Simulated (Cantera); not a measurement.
Cantera run:

```python
import numpy as np
import cantera as ct

gas_names = """
    Electron C C+ C- CH CH+ CH2 CH3 CH2OH CH3O CH4 CH3OH CO CO+ CO2 CO2+ COOH C2 C2+ C2- C2H CHCO,ketyl
    C2H2,acetylene C2H2,vinylidene CH2CO,ketene C2H3,vinyl CH3CO,acetyl C2H4 C2H4O,ethylen
    CH3CHO,ethanal CH3COOH (HCOOH)2 C2H5 C2H6 CH3OCH3 C2H5OH C2O C3 C3H3,propargyl C3H4,allene
    C3H4,propyne C3H4,cyclo- C3H5,allyl C3H6,propylene C3H6,cyclo- C3H6O C3H7,n-propyl C3H7,i-propyl
    C3H8 C3H8O,1propanol C3H8O,2propanol C3O2 C4 C4H2 C4H4,1,3-cyclo- C4H6,butadiene C4H6,2-butyne
    C4H6,cyclo- C4H8,1-butene C4H8,cis2-buten C4H8,tr2-butene C4H8,isobutene C4H8,cyclo- (CH3COOH)2
    C4H9,n-butyl C4H9,i-butyl C4H9,s-butyl C4H9,t-butyl C4H10,isobutane C4H10,n-butane C5 C5H6,1,3cyclo-
    C5H8,cyclo- C5H10,1-pentene C5H10,cyclo- C5H11,pentyl C5H11,t-pentyl C5H12,n-pentane C5H12,i-pentane
    CH3C(CH3)2CH3 C6H2 C6H5,phenyl C6H5O,phenoxy C6H6 C6H5OH,phenol C6H10,cyclo- C6H12,1-hexene
    C6H12,cyclo- C6H13,n-hexyl C7H7,benzyl C7H8 C7H8O,cresol C7H14,1-heptene C7H15,n-heptyl
    C7H16,n-heptane C8H8,styrene C8H10,ethylbenz C8H16,1-octene C8H17,n-octyl C8H18,isooctane
    C8H18,n-octane C9H19,n-nonyl C10H8,naphthale C10H21,n-decyl C12H9,o-bipheny C12H10,bipheny H H+ H-
    HCO HCO+ HO2 H2 H2+ H2- HCHO,formaldehy HCOOH H2O H2O+ H2O2 H3O+ O O+ O- OH OH+ OH- O2 O2+ O2- O3
""".split()
cond_names = """
    C(gr) C6H6(L) C7H8(L) C8H18(L),n-octa H2O(s) H2O(L)
""".split()


def load(file, names, dense=False):
    # The tables refer to 1 bar. Condensed volumes are neglected.
    table = {s.name: s for s in ct.Species.list_from_file(file)}
    out = []
    for n in names:
        d = dict(table[n].input_data)
        d["thermo"] = dict(d["thermo"], **{"reference-pressure": 1e5})
        if dense:
            d["equation-of-state"] = {"model": "constant-volume", "density": "1e6 g/cm^3"}
        out.append(ct.Species.from_dict(d))
    return out


gas = ct.Solution(thermo="ideal-gas", species=load("nasa_gas.yaml", gas_names))
cond = {s.name: ct.Solution(thermo="fixed-stoichiometry", species=[s], name=s.name)
        for s in load("nasa_condensed.yaml", cond_names, dense=True)}
atoms = {
    'CO': {'C': 1, 'O': 1},
    'H2': {'H': 2},
}
top_T = {'C(gr)': 4500}  # K; cautious upper limits of use, not melting points


def equilibrate(T, P, feed):
    n = {}
    for name, mol in feed.items():
        for a, k in atoms[name].items():
            n[a] = n.get(a, 0.0) + k * mol
    gas.TPX = T, P, n
    mass = sum(n.values()) * gas.mean_molecular_weight
    gas.equilibrate("TP")
    valid = [c for c in cond.values() if c.min_temp <= T <= top_T.get(c.name, c.max_temp)]
    mix = ct.Mixture([(gas, mass / gas.mean_molecular_weight)] + [(c, 0.0) for c in valid])
    mix.T, mix.P = T, P
    mix.equilibrate("TP", solver="vcs", rtol=1e-11, max_steps=5000)
    return mix


results = []
feed = {'CO': 1, 'H2': 68}  # mol
P = 380000  # Pa
for T in [3000, 3250, 3500, 3750, 4000, 4250, 4500, 4750, 5000]:
    mix = equilibrate(T, P, feed)
    results.append((T, P, feed, dict(zip(mix.species_names, mix.species_moles))))

top = {s: max(r[3][s] / sum(r[3][g] for g in gas_names) for r in results) for s in gas_names}
cols = sorted((s for s in top if top[s] > 0.0001), key=lambda s: -top[s])[:9]
seen = [c for c in cond_names if any(r[3].get(c, 0) > 1e-12 for r in results)]
print("log10 of partial pressures in bar; condensed amounts in mol")
print(f"{'T/K':>10s}" + "".join(f"{s[:9]:>10s}" for s in cols + seen))
for T, P, feed, n in results:
    ng = sum(n[g] for g in gas_names)
    print(f"{T:10.4g}" + "".join(f"{np.log10(max(n[s] / ng * P / 1e5, 1e-99)):10.3f}" for s in cols)
          + "".join(f"{n.get(c, 0):10.4g}" for c in seen))
```

It prints:

```
log10 of partial pressures in bar; condensed amounts in mol
       T/K         H        H2        CO         C         O
      3000    -0.532     0.538    -1.277    -6.153    -6.770
      3250    -0.242     0.502    -1.294    -5.361    -6.109
      3500    -0.008     0.442    -1.320    -4.718    -5.519
      3750     0.177     0.352    -1.356    -4.231    -4.948
      4000     0.316     0.228    -1.399    -3.877    -4.386
      4250     0.414     0.067    -1.444    -3.578    -3.883
      4500     0.478    -0.121    -1.486    -3.289    -3.459
      4750     0.518    -0.325    -1.521    -3.008    -3.101
      5000     0.541    -0.534    -1.553    -2.740    -2.792
```

These are equilibrium values from Cantera (NASA tables, ideal gas, pure condensed phases), not measurements of a reactor.
